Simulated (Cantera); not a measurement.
A closed system holds: 1 mol H2S, 0.046 mol SO2, at 13.3 mbar.

Cantera equilibrium calculation (NASA polynomials, part measured and part estimated; ideal gas, pure solids and liquids). Candidate condensed phases: H2O, H2SO4, S; 19 gas species. Kinetics and transport are ignored.

Problem. At 1575 °C, list the 5 most abundant gas species with their mole fractions, and the condensed phases.

Solution. H2 0.562, S2 0.315, H2O 0.0557, H2S 0.0336, SH 0.0209. Condensed: gas only.
